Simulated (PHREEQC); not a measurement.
0.34 g of hydrous ferric oxide (600 m²/g; 0.2 weak and 0.005 strong sites per Fe, Dzombak-Morel constants, diffuse double layer) in 1 kg of water with 0.005 mol/kgw of an inert sodium salt and 0.00064 mol H3BO3 and 1.6e-06 mol PbCl2, at 25 °C; the pH is set by adding NaOH or the inert anion's acid. O2 is buffered at 0.21 atm. CO2 from the air is kept out. Nothing may precipitate in this run.

Computed with PHREEQC (ion-association model, wateq4f.dat).

Predict B sorbed (%) at pH = 5.33, 11.33.


```csv
pH,B sorbed (%)
5.33,0.2
11.33,0.0
```

Species that the database lacks are ignored.
